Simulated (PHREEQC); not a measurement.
Make-up at 25 °C: 0.0078 mol/kgw HF, 0.0088 mol/kgw NH4HF2 and 0.00093 mol/kgw H2SiF6. Closed to the air; pH follows from the charge balance.

Model: ion-association model, wateq4f.dat, run in PHREEQC.

Problem. The ionic strength comes out as 0.0113 mol/kgw. What activity coefficients do F-, SiF6-2, HF2-, H+, NH4+ get?

Solution. F- 0.90, SiF6-2 0.65, HF2- 0.90, H+ 0.91, NH4+ 0.90.

Precipitation was switched off in this run. SiF6-2 is the database's only silicon fluoride.
